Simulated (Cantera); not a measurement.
Charge: 1 mol Si, 2.6 mol Cl2, held at 650 K and 12.0 Pa.

These are equilibrium values from Cantera (NASA tables, ideal gas, pure condensed phases), not measurements of a reactor. Candidate condensed phases: Si; 9 gas species. Equilibrium is a limit: real reactors are often held back by kinetics, nucleation or transport.

Problem. What is the equilibrium state?

Solution. 
```json
{
  "x(SiCl4)": "0.625",
  "x(Cl2)": "0.375",
  "x(Cl)": "7.27e-6",
  "gas_amount": "1.600 mol",
  "log10 activity of Si(s) (absent)": "-41.74"
}
```
